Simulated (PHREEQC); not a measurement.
1 kg of water holding 0.045 mol/kgw NaCl, 0.0038 mol/kgw Na2CO3, 0.00098 mol/kgw Na2B4O7 and 0.012 mol/kgw KCl is evaporated at 25 °C; the solids stay in contact with the brine. No CO2 enters from the air. Solids allowed: Halite, Kalicinite, Nahcolite, Natron, Sylvite, Trona, Borax, Boric_acid,s, KB5O8:4H2O, K2B4O7:4H2O, NaBO2:4H2O, NaB5O8:5H2O, Teepleite. Others were left out.

Equilibrium calculation in PHREEQC: Pitzer model, pitzer.dat.

Task: Predict ionic strength, water activity at water left (kg) = 0.6755, 0.3082, 0.2533, 0.006108.

Result: 
| water left (kg) | ionic strength | water activity |
|---|---|---|
| 0.6755 | 0.102 | 0.997 |
| 0.3082 | 0.223 | 0.993 |
| 0.2533 | 0.272 | 0.992 |
| 0.006108 | 8.42 | 0.711 |

Species that the database lacks are ignored.
